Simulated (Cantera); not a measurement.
An isothermal, constant-pressure homogeneous reactor starts with C2H6 : H2 = 1 : 2.6 (molar parts), at 1325 K and 0.0661 atm.

Cantera simulation using GRI-Mech 3.0 (53 species, 325 reactions); the numbers are that mechanism's predictions, not measurements. GRI-Mech 3.0 stops at C3 and has no aromatics, soot or wall deposition, so with more carbon than oxygen in the feed, carbon stays in small species such as C2H2 where larger ones or solid carbon would form.

Problem. Predict: x(C2H6) at 20.0 s; x(H2) at 20.0 s; x(H) at 20.0 s; x(CH3) at 20.0 s; x(C2H2) at 20.0 s; x(CH4) at 20.0 s.

Solution. 
```json
{
 "x(C2H6) at 20.0 s": "2.62e-5 (gas-phase equilibrium 2.61e-5)",
 "x(H2) at 20.0 s": "0.751 (gas-phase equilibrium 0.743)",
 "x(H) at 20.0 s": "5.94e-6 (gas-phase equilibrium 5.48e-6)",
 "x(CH3) at 20.0 s": "1.56e-5 (gas-phase equilibrium 1.63e-5)",
 "x(C2H2) at 20.0 s": "0.135 (gas-phase equilibrium 0.132)",
 "x(CH4) at 20.0 s": "0.100 (gas-phase equilibrium 0.112)"
}
```
